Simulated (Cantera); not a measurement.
Predominance diagram of Li at 1250 K against the partial pressures of O₂ and H₂O (log10, bar). Cantera with NASA thermochemical tables; ideal gases at 1 bar, condensed phases pure. Candidates: Li(l), LiH(l), LiOH(l), Li₂O(s). Only these pure phases compete in this equilibrium. Not in the tables: the peroxide.

```
log p(H₂O) \ log p(O₂)
        columns: -32, -29.9, -27.7, -25.6, -23.5, -21.3, -19.2, -17.1, -14.9, -12.8, -10.7, -8.5, -6.4, -4.3, -2.1, 0
      0  A A A A A A A A B B B B B B B B
   -2.2  A A A A A C C C C C C C C C C C
   -4.5  A A A C C C C C C C C C C C C C
   -6.8  A C C C C C C C C C C C C C C C
     -9  C C C C C C C C C C C C C C C C
  -11.2  C C C C C C C C C C C C C C C C
  -13.5  C C C C C C C C C C C C C C C C
  -15.8  C C C C C C C C C C C C C C C C
    -18  C C C C C C C C C C C C C C C C
```

A: out of reach (another gas would pass 10 bar, or a non-metal would condense); B: LiOH(l); C: Li₂O(s).
